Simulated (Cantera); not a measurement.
**Premixed flame**

A freely propagating, adiabatic, planar premixed flame of 5.59 % CH₄, 6.71 % CO, 18.4 % O₂, 69.3 % N₂, unburnt at 300 K and 3.20 bar; mixture-averaged transport, grid criteria slope 0.08 and curve 0.16, no radiation.

Detailed kinetics in Cantera: GRI-Mech 3.0 (53 species, 325 reactions). Burning velocities carry a grid error of a few per cent, more on coarse grids.

```
z (mm)   T (K)  u (m/s)     x CH₄     x CO    x O₂    x HCO     x NO     x OH
-------  -----  -------  --------  -------  ------  -------  -------  -------
-0.632     300    0.217    0.0559   0.0671   0.184    <1e-8    <1e-8    <1e-8
-0.422     302    0.218    0.0558   0.0670   0.184    <1e-8    <1e-8    <1e-8
-0.316     310    0.224    0.0554   0.0669   0.183    <1e-8    <1e-8    <1e-8
-0.211     377    0.273    0.0526   0.0664   0.179    <1e-8  2.02e-8    <1e-8
-0.105     786    0.572    0.0364   0.0631   0.150  2.05e-8  7.39e-7  3.81e-6
-0.0527   1188    0.863    0.0196   0.0594   0.116  1.64e-6  2.55e-6  9.24e-5
0         1584     1.14   0.00369   0.0505  0.0779  1.13e-5  4.90e-6  0.00133
0.0527    1766     1.26  0.000122   0.0327  0.0575  1.71e-6  7.65e-6  0.00377
0.105     1853     1.31   2.28e-6   0.0205  0.0504  6.96e-8  1.00e-5  0.00454
0.211     1945     1.37     <1e-8   0.0108  0.0452    <1e-8  1.34e-5  0.00436
0.422     2013     1.41     <1e-8  0.00528  0.0422    <1e-8  1.73e-5  0.00334
0.843     2050     1.44     <1e-8  0.00227  0.0408    <1e-8  2.10e-5  0.00226
1.69      2065     1.44     <1e-8  0.00105  0.0403    <1e-8  2.46e-5  0.00165
```
x: mole fraction of selected species; z is measured from the peak of heat release.

The laminar burning velocity is 21.7 cm/s and the thermal thickness is 0.211 mm. The peak x(HCO) is 1.13e-5. The peak x(OH) is 0.00460 and the grid points is 144.
